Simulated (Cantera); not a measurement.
Input: 1 mol Al, 7.5 mol N2O, 1.5 mol H2, at 725 °C and 13300 Pa.

Cantera equilibrium calculation (NASA polynomials, part measured and part estimated; ideal gas, pure solids and liquids). Candidate condensed phases: Al, AlN, Al2O3, H2O; 35 gas species. Kinetics and transport are ignored.

Base state: N2 0.667, O2 0.200, H2O 0.133, NO 2.75e-5 (mole fractions); condensed: Al2O3(s).

Problem. What changes in the equilibrium state with this change: H2 from 1.5 to 170 mol?

Solution. 
```json
[
 {"species": "H2", "before": "<1e-9", "after": "0.924"},
 {"species": "N2", "before": "0.667", "after": "0.0422"},
 {"species": "H2O", "before": "0.133", "after": "0.0338"},
 {"species": "O2", "before": "0.200", "after": "<1e-9"},
 {"species": "NO", "before": "2.75e-5", "after": "<1e-9"},
 {"species": "NH3", "before": "<1e-9", "after": "1.43e-5"},
 {"species": "Al2O3(s), mol", "before": "0.500", "after": "0.500"}
]
```
